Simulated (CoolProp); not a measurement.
Methanol along the isobar 93.1 bar: density (kg/m³) from the reference equation and from simpler models built on Tc = 240.2 °C, pc = 82.16 bar, ω = 0.565; each cubic takes its own stable root.

The numbers come from the reference Helmholtz-energy equation of state, de Reuck 1993 in CoolProp.

| T (°C) | phase | reference |
|---|---|---|
| -79.45 | liquid | 891.6 |
| -65.05 | liquid | 877.7 |
| -50.65 | liquid | 864.0 |
| -36.35 | liquid | 850.6 |
| -21.95 | liquid | 837.3 |
| -7.55 | liquid | 824.2 |
| 6.85 | liquid | 811.2 |
| 21.15 | liquid | 798.4 |
| 35.55 | liquid | 785.6 |

Task: How far does each simpler model (van der Waals, Soave-Redlich-Kwong, Peng-Robinson) lie from the reference over these 9 states: mean and median of the absolute difference, and the worst?

Result: 
- van der Waals: mean 50.8 %, median 50.7 %, worst -51.3 % at -79.45 °C and 93.1 bar
- Soave-Redlich-Kwong: mean 24.2 %, median 23.9 %, worst -25.6 % at -79.45 °C and 93.1 bar
- Peng-Robinson: mean 15.0 %, median 14.7 %, worst -16.8 % at -79.45 °C and 93.1 bar
